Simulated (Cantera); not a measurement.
A closed system holds: 1 mol B₂O₃, 0.69 mol O₂, 9.2 mol N₂, 1.4 mol H₂O, equilibrated at 17.0 mbar.

Cantera equilibrium calculation (NASA polynomials, part measured and part estimated; ideal gas, pure solids and liquids). Candidate condensed phases: B, BN, B₂O₃, B₃O₃H₃, H₂O; 39 gas species. Gases not in the tables: H₃BO₃. The numbers say what is thermodynamically allowed, not how fast it happens.

Which condensed phases are stable at each of these points (T (K)): 875, 975, 1075, 1175, 1275, 1375, 1475, 1575, 1675, 1775, 1875?


```tsv
T (K)	condensed phases	B condensed (%)
875	B₂O₃(l)	99.5
975	B₂O₃(l)	99.7
1075	B₂O₃(l)	99.6
1175	B₂O₃(l)	99.0
1275	B₂O₃(l)	96.5
1375	B₂O₃(l)	89.3
1475	B₂O₃(l)	72.2
1575	B₂O₃(l)	37.8
1675	gas only	0.0
1775	gas only	0.0
1875	gas only	0.0
```

From 875 K to 1575 K the condensed part is B₂O₃(l). From 1675 K to 1875 K nothing is condensed.
